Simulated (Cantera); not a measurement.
Cantera run:

```python
import numpy as np
import cantera as ct

gas_names = """
    Electron C C+ C- CN CN+ CN- C2 C2+ C2- CCN CNC C2N2 C3 C4 C4N2 C5 N N+ N- N2 N2+ N2- Si Si+ SiC SiC2
    SiN Si2 Si2C Si2N Si3
""".split()
cond_names = """
    C(gr) Si(cr) Si(L) SiC(b) Si3N4(a)
""".split()


# ... load() reads the species with a 1 bar reference pressure and builds the phases ...
atoms = {
    'SiC': {'Si': 1, 'C': 1},
    'C': {'C': 1},
    'N2': {'N': 2},
}
top_T = {'C(gr)': 4500, 'SiC(b)': 3050, 'Si3N4(a)': 2400}  # K; cautious upper limits of use, not melting points


# ... equilibrate(T, P, feed) seeds the gas with the atoms and calls Mixture.equilibrate('TP', solver="vcs", rtol=1e-11, max_steps=5000) ...
results = []
feed = {'SiC': 1, 'C': 0.0049, 'N2': 6.2}  # mol
P = 250  # Pa
for T in [2500, 2750, 3000, 3250, 3500, 3750, 4000, 4250, 4500, 4750, 5000]:
    mix = equilibrate(T, P, feed)
    results.append((T, P, feed, dict(zip(mix.species_names, mix.species_moles))))

top = {s: max(r[3][s] / sum(r[3][g] for g in gas_names) for r in results) for s in gas_names}
cols = sorted((s for s in top if top[s] > 1e-06), key=lambda s: -top[s])[:5]
seen = [c for c in cond_names if any(r[3].get(c, 0) > 1e-12 for r in results)]
print("log10 of partial pressures in bar; condensed amounts in mol")
print(f"{'T/K':>10s}" + "".join(f"{s[:9]:>10s}" for s in cols + seen))
for T, P, feed, n in results:
    ng = sum(n[g] for g in gas_names)
    print(f"{T:10.4g}" + "".join(f"{np.log10(max(n[s] / ng * P / 1e5, 1e-99)):10.3f}" for s in cols)
          + "".join(f"{n.get(c, 0):10.4g}" for c in seen))
```

Result:

```
log10 of partial pressures in bar; condensed amounts in mol
       T/K        N2         N        Si         C      SiC2     C(gr)
      2500    -2.667    -7.867    -3.583    -6.779    -4.169    0.5712
      2750    -2.677    -6.958    -3.645    -5.423    -3.950   0.07845
      3000    -2.693    -6.203    -3.560    -4.606    -4.256         0
      3250    -2.711    -5.565    -3.514    -4.062    -4.835         0
      3500    -2.724    -5.016    -3.509    -3.760    -5.696         0
      3750    -2.731    -4.538    -3.514    -3.638    -6.730         0
      4000    -2.741    -4.121    -3.523    -3.588    -7.753         0
      4250    -2.762    -3.759    -3.539    -3.570    -8.713         0
      4500    -2.805    -3.448    -3.565    -3.573    -9.616         0
      4750    -2.884    -3.190    -3.611    -3.593   -10.481         0
      5000    -3.016    -2.988    -3.681    -3.630   -11.325         0
```

Equilibrium computed with Cantera from the NASA thermochemical tables; the gas is ideal and each condensed phase is pure. The tables' values for SiN are old estimates; treat these amounts as uncertain.
